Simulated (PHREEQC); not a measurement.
Dissolve 0.066 mol CuCl2, 0.23 mol HCl and 0.016 mol KCl per kg of water at 25 °C. Closed to the air; pH follows from the charge balance.

The numbers come from PHREEQC with the ion-association model, phreeqc.dat.

Each row changes one thing in this solution. This is a speciation only: nothing precipitates in the calculation.

```csv
case,pH,ionic strength (mol/kgw),Cl- (mol/kgw),Cu+2 (mol/kgw),CuCl+ (mol/kgw),CuCl2 (mol/kgw),SI of Sylvite (KCl)
as made,0.75,0.414,0.363,0.0517,0.0133,0.00103,-3.50
HCl from 0.23 to 0.046 mol/kgw,1.44,0.241,0.184,0.0569,0.00871,0.000403,-3.74
CuCl2 from 0.066 to 0.0132 mol/kgw,0.74,0.281,0.270,0.0107,0.00230,0.000150,-3.59
HCl from 0.23 to 1.15 mol/kgw,0.07,1.30,1.26,0.0370,0.0247,0.00433,-3.05
0.0095 mol/kgw K2SO4 added,0.77,0.426,0.363,0.0512,0.0131,0.00101,-3.16
CuCl2 from 0.066 to 0.66 mol/kgw,0.78,1.63,1.25,0.382,0.240,0.0372,-3.07
```

The ionic strength passes 0.7 mol/kgw, the rough limit of the ion-association models, in HCl from 0.23 to 1.15 mol/kgw; CuCl2 from 0.066 to 0.66 mol/kgw.
